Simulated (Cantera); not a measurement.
An adiabatic, constant-volume homogeneous reactor starts with CH₄ : O₂ : N₂ = 1 : 1.33 : 5.01 (molar parts), equivalence ratio 1.5, at 1775 K and 1700000 Pa.

Cantera simulation using GRI-Mech 3.0 (53 species, 325 reactions); the numbers are that mechanism's predictions, not measurements. The pressure lies above the range GRI-Mech 3.0 was tuned for (to about 10 atm). Above 3000 K some thermodynamic fits are extrapolated.

Predict: time of steepest temperature rise; temperature at 0.300 s; equilibrium temperature; x(O₂) at 0.300 s; x(CH₂O) at 0.300 s; x(H) at 0.300 s; x(HO₂) at 0.300 s.


| Property | Result |
|---|---|
| time of steepest temperature rise | 12.9 µs |
| temperature at 0.300 s | 3258 K |
| equilibrium temperature | 3258 K |
| x(O₂) at 0.300 s | 0.00128 (gas-phase equilibrium 0.00128) |
| x(CH₂O) at 0.300 s | 1.03e-7 (gas-phase equilibrium 1.03e-7) |
| x(H) at 0.300 s | 0.0153 (gas-phase equilibrium 0.0153) |
| x(HO₂) at 0.300 s | 4.31e-6 (gas-phase equilibrium 4.31e-6) |
